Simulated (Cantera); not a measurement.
Input: 1 mol Si3H8, 0.028 mol HCl, 100 mol H2, held at 1352 °C and 0.133 bar.

These are equilibrium values from Cantera (NASA tables, ideal gas, pure condensed phases), not measurements of a reactor. Candidate condensed phases: Si; 19 gas species. The feed counts by its element totals alone. The numbers say what is thermodynamically allowed, not how fast it happens.

Q: What is the equilibrium state?

A: 
* **x(H2)**: 1.000
* **x(HCl)**: 0.000269
* **x(H)**: 0.000193
* **x(SiH2)**: 6.61e-6
* **x(Si)**: 1.22e-6
* **n(Si(s))**: 3.00 mol
* **gas amount**: 104.0 mol
